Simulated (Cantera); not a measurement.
Feed: 1 mol Si, 2.1 mol Cl₂, 2 mol H₂, held at 8.10 bar.

Equilibrium computed with Cantera from the NASA thermochemical tables; the gas is ideal and each condensed phase is pure. Candidate condensed phases: Si; 19 gas species. The tables' values for SiCl₃ are old estimates; treat these amounts as uncertain. Kinetics and transport are ignored.

### Question
At 1375 K, list the 4 most abundant gas species with their mole fractions, and the condensed phases.

### Answer
H₂ 0.534, SiCl₄ 0.241, HCl 0.147, SiHCl₃ 0.0558. Condensed: gas only.
